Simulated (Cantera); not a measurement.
A freely propagating, adiabatic, planar premixed flame of H2 : O2 : N2 = 1 : 0.556 : 2.09 (molar parts), unburnt at 598 K and 760 Torr; mixture-averaged transport, grid criteria slope 0.08 and curve 0.16, no radiation.

Computed with Cantera and the H2/O2 subset of GRI-Mech 3.0, which has no nitrogen chemistry. Burning velocities carry a grid error of a few per cent, more on coarse grids.

What does this change do: H2 1 to 0.78 parts?


```json
[
 {"quantity": "laminar burning velocity", "before": "685 cm/s", "after": "531 cm/s"},
 {"quantity": "thermal thickness", "before": "0.459 mm", "after": "0.434 mm"},
 {"quantity": "peak x(H)", "before": "0.0509", "after": "0.0315"},
 {"quantity": "peak x(H2O2)", "before": "1.61e-5", "after": "1.85e-5"},
 {"quantity": "peak x(O)", "before": "0.0144", "after": "0.0137"}
]
```
